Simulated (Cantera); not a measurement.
A Cantera script and what it prints.

```python
import numpy as np
import cantera as ct

gas_names = [...]  # 151 gases of nasa_gas.yaml made of C, H, N, O, Si
cond_names = """
    C(gr) C6H6(L) C7H8(L) C8H18(L),n-octa H2O(s) H2O(L) Si(cr) Si(L) SiC(b) SiO2(Lqz) SiO2(hqz) SiO2(L)
    Si2N2O(s) Si3N4(a)
""".split()


# ... load() reads the species with a 1 bar reference pressure and builds the phases ...
atoms = {
    'HMDSO': {'Si': 2, 'C': 6, 'H': 18, 'O': 1},
    'NO': {'N': 1, 'O': 1},
    'H2': {'H': 2},
}
top_T = {'C(gr)': 4500, 'SiC(b)': 3050, 'Si2N2O(s)': 2100, 'Si3N4(a)': 2400}  # K; cautious upper limits of use, not melting points


# ... equilibrate(T, P, feed) seeds the gas with the atoms and calls Mixture.equilibrate('TP', solver="vcs", rtol=1e-11, max_steps=5000) ...
results = []
T = 1848  # K
P = 1333.22  # Pa
for m in [2.2, 5.9, 9.5, 13, 17, 20, 24]:
    feed = {'HMDSO': 1, 'NO': m, 'H2': 4.3}  # mol
    mix = equilibrate(T, P, feed)
    results.append((T, P, feed, dict(zip(mix.species_names, mix.species_moles))))

top = {s: max(r[3][s] / sum(r[3][g] for g in gas_names) for r in results) for s in gas_names}
cols = sorted((s for s in top if top[s] > 0.001), key=lambda s: -top[s])[:7]
seen = [c for c in cond_names if any(r[3].get(c, 0) > 1e-12 for r in results)]
print("log10 of partial pressures in bar; condensed amounts in mol")
print(f"{'n(NO)':>10s}" + "".join(f"{s[:9]:>10s}" for s in cols + seen))
for T, P, feed, n in results:
    ng = sum(n[g] for g in gas_names)
    print(f"{feed['NO']:10.4g}" + "".join(f"{np.log10(max(n[s] / ng * P / 1e5, 1e-99)):10.3f}" for s in cols)
          + "".join(f"{n.get(c, 0):10.4g}" for c in seen))
```

Output:

```
log10 of partial pressures in bar; condensed amounts in mol
     n(NO)        H2        N2       H2O        CO       CO2       SiO         H     C(gr)    SiC(b)   SiO2(L)
       2.2    -1.999    -3.086    -8.264    -2.619    -9.487    -4.816    -4.275    0.8033     1.979         0
       5.9    -2.118    -2.771    -7.456    -2.504    -8.446    -3.078    -4.335         0    0.5448         0
       9.5    -2.159    -2.584    -3.463    -2.488    -4.395    -3.959    -4.355         0         0       1.8
        13    -2.300    -2.475    -2.740    -2.547    -3.591    -4.823    -4.425         0         0     1.971
        17    -2.507    -2.390    -2.489    -2.642    -3.227    -5.281    -4.529         0         0     1.989
        20    -2.707    -2.343    -2.391    -2.745    -3.032    -5.580    -4.629         0         0     1.994
        24    -3.094    -2.292    -2.315    -2.991    -2.815    -6.043    -4.823         0         0     1.998
```

Cantera equilibrium calculation (NASA polynomials, part measured and part estimated; ideal gas, pure solids and liquids). The feed counts by its element totals alone. The tables hold silica as quartz up to 1696 K and as liquid above; real silica turns to tridymite and cristobalite and melts near 1996 K.
